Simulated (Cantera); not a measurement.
A diamond (100) surface in a fixed gas of H2 with x(CH4) = 0.0076, x(H) = 0.0028, at 1300 K, 0.0168 atm; coverages are run to steady state.

Model: the Harris–Goodwin 1993 mechanism for the reconstructed diamond (100) surface, integrated in Cantera.

One state of this run: growth (µm/h) = 0.00460; θ c6HH = 0.394; θ c6H* = 0.0485; θ c6*H = 0.518; θ c6** = 0.0391; θ c6HM = 1.66e-6. θ: site fractions in the mechanism's names (c6HH fully hydrogenated, c6H* and c6*H radical sites, c6** diradical, c6HM methylated).

Which value of x(CH3) does it belong to?
A. 0.0001
B. 2.2e-06
C. 4.6e-06
D. 0.00022

B, 2.2e-06
